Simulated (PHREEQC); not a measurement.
A solution holds 3.3 mmol/kgw H2SO4, 0.32 mmol/kgw LiCl and 0.047 mmol/kgw Fe2(SO4)3, at 25 °C. Closed to the air; pH follows from the charge balance.

Model: ion-association model, wateq4f.dat, run in PHREEQC.

No solid was allowed to form.

Task: Order these Fe species by the share of Fe that they hold, largest first: Fe+3, FeOH+2, FeHSO4+2, FeSO4+, Fe(SO4)2-.

Result: FeSO4+ (80 %), Fe+3 (8.5 %), FeOH+2 (7.2 %), Fe(SO4)2- (2.9 %), FeHSO4+2 (1.5 %)

Task: Order these S species by the share of S that they hold, largest first: SO4-2, HSO4-, Fe(SO4)2-, FeSO4+.

Result: SO4-2 (71 %), HSO4- (27 %), FeSO4+ (2.2 %), Fe(SO4)2- (0.16 %)

The pH is 2.28 and the ionic strength 0.00857 mol/kgw. Examples of supersaturated solids here: Hematite (slow to form), Goethite (slow to form). Others may be too. Complexes and solids missing from the database can't appear.
